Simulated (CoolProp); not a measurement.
Saturated liquid density (kg/m³) of n-nonane: the reference equation beside estimates from Tc = 594.5 K, pc = 22.82 bar, ω = 0.443. Rackett uses Z = 0.29056 − 0.08775 ω.

The numbers come from the reference Helmholtz-energy equation of state, Lemmon 2006 in CoolProp. It is a short technical equation, of lower accuracy than the large ones.

```json
[
 {"T (K)": "361.5", "reference": "663.1", "Rackett": "676.2", "Peng-Robinson": "?"},
 {"T (K)": "369.5", "reference": "656.5", "Rackett": "669.1", "Peng-Robinson": "631.0"},
 {"T (K)": "377.6", "reference": "649.7", "Rackett": "661.9", "Peng-Robinson": "?"},
 {"T (K)": "385.7", "reference": "642.8", "Rackett": "654.5", "Peng-Robinson": "619.1"},
 {"T (K)": "393.7", "reference": "635.9", "Rackett": "647.1", "Peng-Robinson": "612.9"},
 {"T (K)": "401.8", "reference": "?", "Rackett": "639.5", "Peng-Robinson": "606.3"},
 {"T (K)": "409.8", "reference": "621.8", "Rackett": "?", "Peng-Robinson": "599.5"},
 {"T (K)": "417.9", "reference": "?", "Rackett": "623.9", "Peng-Robinson": "592.4"},
 {"T (K)": "426", "reference": "607.0", "Rackett": "615.9", "Peng-Robinson": "584.9"},
 {"T (K)": "434", "reference": "599.5", "Rackett": "607.8", "Peng-Robinson": "577.2"},
 {"T (K)": "442.1", "reference": "591.8", "Rackett": "599.4", "Peng-Robinson": "569.1"},
 {"T (K)": "450.2", "reference": "583.9", "Rackett": "590.7", "Peng-Robinson": "560.5"},
 {"T (K)": "458.2", "reference": "575.8", "Rackett": "?", "Peng-Robinson": "551.7"},
 {"T (K)": "466.3", "reference": "567.5", "Rackett": "572.9", "Peng-Robinson": "542.3"}
]
```

Task: Complete the blanks.

Result: 
- 361.5, Peng-Robinson: 636.5
- 377.6, Peng-Robinson: 625.1
- 401.8, reference: 628.8
- 409.8, Rackett: 631.8
- 417.9, reference: 614.5
- 458.2, Rackett: 582.0

Absolute difference from the reference over all 14 rows, mean and median: Rackett 1.5 and 1.6 %, Peng-Robinson 3.8 and 3.8 %.
